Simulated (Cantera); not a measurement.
Standard-state values (1 bar) from the NASA 1993 polynomials, evaluated with Cantera. Values are per mole of reaction as written; species without (g) are pure solids or liquids, kept so even where they would boil at 1 bar.

I₂ + Pb ⇌ PbI₂(g)

```
T (K)  ΔH° (kJ)  ΔS° (J/K)  ΔG° (kJ)  log10 K  condensed phases
-----  --------  ---------  --------  -------  ----------------
300           …          …         …        …      I₂(s), Pb(s)
373           …          …         …        …      I₂(s), Pb(s)
398           …          …         …        …      I₂(l), Pb(s)
423       -23.0      126.7     -76.6     9.46      I₂(l), Pb(s)
448       -24.3      123.9     -79.8     9.30      I₂(l), Pb(s)
473       -25.5      121.2     -82.8     9.15      I₂(l), Pb(s)
498       -26.8      118.6     -85.8     9.00      I₂(l), Pb(s)
523       -28.0      116.1     -88.8     8.86      I₂(l), Pb(s)
548       -29.3      113.7     -91.6     8.73      I₂(l), Pb(s)
573       -30.6      111.5     -94.4     8.61      I₂(l), Pb(s)
598       -31.8      109.3     -97.2     8.49      I₂(l), Pb(s)
```

Q: What belongs in the gaps?

A: 
- 300, ΔH° (kJ): -3.2
- 300, ΔS° (J/K): 178.5
- 300, ΔG° (kJ): -56.8
- 300, log10 K: 9.88
- 373, ΔH° (kJ): -5.1
- 373, ΔS° (J/K): 172.8
- 373, ΔG° (kJ): -69.6
- 373, log10 K: 9.74
- 398, ΔH° (kJ): -21.8
- 398, ΔS° (J/K): 129.8
- 398, ΔG° (kJ): -73.4
- 398, log10 K: 9.64
